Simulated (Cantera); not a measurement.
Input (Python, Cantera) and output of one run.

```python
import numpy as np
import cantera as ct

gas_names = """
    C CH CH2 CH3 CH2OH CH3O CH4 CH3OH CO CO2 COOH C2 C2H CHCO,ketyl C2H2,acetylene C2H2,vinylidene
    CH2CO,ketene C2H3,vinyl CH3CO,acetyl C2H4 C2H4O,ethylen CH3CHO,ethanal CH3COOH (HCOOH)2 C2H5 C2H6
    CH3OCH3 C2H5OH C2O C3 C3H3,propargyl C3H4,allene C3H4,propyne C3H4,cyclo- C3H5,allyl C3H6,propylene
    C3H6,cyclo- C3H6O C3H7,n-propyl C3H7,i-propyl C3H8 C3H8O,1propanol C3H8O,2propanol C3O2 C4 C4H2
    C4H4,1,3-cyclo- C4H6,butadiene C4H6,2-butyne C4H6,cyclo- C4H8,1-butene C4H8,cis2-buten
    C4H8,tr2-butene C4H8,isobutene C4H8,cyclo- (CH3COOH)2 C4H9,n-butyl C4H9,i-butyl C4H9,s-butyl
    C4H9,t-butyl C4H10,isobutane C4H10,n-butane C5 C5H6,1,3cyclo- C5H8,cyclo- C5H10,1-pentene
    C5H10,cyclo- C5H11,pentyl C5H11,t-pentyl C5H12,n-pentane C5H12,i-pentane CH3C(CH3)2CH3 C6H2
    C6H5,phenyl C6H5O,phenoxy C6H6 C6H5OH,phenol C6H10,cyclo- C6H12,1-hexene C6H12,cyclo- C6H13,n-hexyl
    C7H7,benzyl C7H8 C7H8O,cresol C7H14,1-heptene C7H15,n-heptyl C7H16,n-heptane C8H8,styrene
    C8H10,ethylbenz C8H16,1-octene C8H17,n-octyl C8H18,isooctane C8H18,n-octane C9H19,n-nonyl
    C10H8,naphthale C10H21,n-decyl C12H9,o-bipheny C12H10,bipheny Ca CaO CaOH CaO2H2 Ca2 H HCO HO2 H2
    HCHO,formaldehy HCOOH H2O H2O2 O OH O2 O3
""".split()
cond_names = """
    C(gr) C6H6(L) C7H8(L) C8H18(L),n-octa Ca(a) Ca(b) Ca(L) CaCO3(caL) CaO(s) CaO(L) CaO2H2(s) H2O(s)
    H2O(L)
""".split()


def load(file, names, dense=False):
    # The tables refer to 1 bar. Condensed volumes are neglected.
    table = {s.name: s for s in ct.Species.list_from_file(file)}
    out = []
    for n in names:
        d = dict(table[n].input_data)
        d["thermo"] = dict(d["thermo"], **{"reference-pressure": 1e5})
        if dense:
            d["equation-of-state"] = {"model": "constant-volume", "density": "1e6 g/cm^3"}
        out.append(ct.Species.from_dict(d))
    return out


gas = ct.Solution(thermo="ideal-gas", species=load("nasa_gas.yaml", gas_names))
cond = {s.name: ct.Solution(thermo="fixed-stoichiometry", species=[s], name=s.name)
        for s in load("nasa_condensed.yaml", cond_names, dense=True)}
atoms = {
    'Ca(OH)2': {'Ca': 1, 'O': 2, 'H': 2},
    'CO2': {'C': 1, 'O': 2},
}
top_T = {'C(gr)': 4500}  # K; cautious upper limits of use, not melting points


def equilibrate(T, P, feed):
    n = {}
    for name, mol in feed.items():
        for a, k in atoms[name].items():
            n[a] = n.get(a, 0.0) + k * mol
    gas.TPX = T, P, n
    mass = sum(n.values()) * gas.mean_molecular_weight
    gas.equilibrate("TP")
    valid = [c for c in cond.values() if c.min_temp <= T <= top_T.get(c.name, c.max_temp)]
    mix = ct.Mixture([(gas, mass / gas.mean_molecular_weight)] + [(c, 0.0) for c in valid])
    mix.T, mix.P = T, P
    mix.equilibrate("TP", solver="vcs", rtol=1e-11, max_steps=5000)
    return mix


results = []
feed = {'Ca(OH)2': 1, 'CO2': 6.3}  # mol
P = 810  # Pa
for T in [898, 1048, 1198, 1348, 1498, 1648, 1798, 1948]:
    mix = equilibrate(T, P, feed)
    results.append((T, P, feed, dict(zip(mix.species_names, mix.species_moles))))

top = {s: max(r[3][s] / sum(r[3][g] for g in gas_names) for r in results) for s in gas_names}
cols = sorted((s for s in top if top[s] > 1e-06), key=lambda s: -top[s])[:5]
seen = [c for c in cond_names if any(r[3].get(c, 0) > 1e-12 for r in results)]
print("log10 of partial pressures in bar; condensed amounts in mol")
print(f"{'T/K':>10s}" + "".join(f"{s[:9]:>10s}" for s in cols + seen))
for T, P, feed, n in results:
    ng = sum(n[g] for g in gas_names)
    print(f"{T:10.4g}" + "".join(f"{np.log10(max(n[s] / ng * P / 1e5, 1e-99)):10.3f}" for s in cols)
          + "".join(f"{n.get(c, 0):10.4g}" for c in seen))
```

Output:

```
log10 of partial pressures in bar; condensed amounts in mol
       T/K       CO2       H2O        CO        O2        OH CaCO3(caL    CaO(s)
       898    -2.167    -2.891    -9.325    -9.471   -11.047         1         0
      1048    -2.155    -2.955    -7.720    -7.950    -9.346         0         1
      1198    -2.156    -2.955    -6.536    -6.796    -8.043         0         1
      1348    -2.156    -2.955    -5.621    -5.896    -7.028         0         1
      1498    -2.157    -2.956    -4.892    -5.177    -6.217         0         1
      1648    -2.160    -2.958    -4.299    -4.591    -5.555         0         1
      1798    -2.170    -2.964    -3.811    -4.109    -5.007         0         1
      1948    -2.193    -2.979    -3.409    -3.714    -4.551         0    0.9999
```

These are equilibrium values from Cantera (NASA tables, ideal gas, pure condensed phases), not measurements of a reactor.
